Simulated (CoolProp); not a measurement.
Values from CoolProp's reference Helmholtz-energy equation of state, Schmidt 1985.

For oxygen, give the phase and the cp (kJ/(kg K)), conductivity (mW/(m K)) at 134.2 K and 0.823 MPa; 150.9 K and 0.823 MPa.


- 134.2 K and 0.823 MPa: gas; cp 1.05, conductivity 13.2
- 150.9 K and 0.823 MPa: gas; cp 1.00, conductivity 14.6

Thermal conductivity comes from a separate model (Lemmon 2004).
